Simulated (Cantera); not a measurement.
A closed system holds: 1 mol Pb, 0.33 mol CO2, a varied amount of CO, equilibrated at 1823.15 K and 3.60 bar.

Cantera equilibrium calculation (NASA polynomials, part measured and part estimated; ideal gas, pure solids and liquids). Candidate condensed phases: C, Pb, PbO, PbO2, Pb3O4; 15 gas species. Kinetics and transport are ignored.

Problem. At 9.2 mol CO, list the 5 most abundant gas species with their mole fractions, and the condensed phases.

Solution. CO 0.881, Pb 0.0875, CO2 0.0316, Pb2 0.000195, PbO 2.72e-5. Condensed: Pb(l).
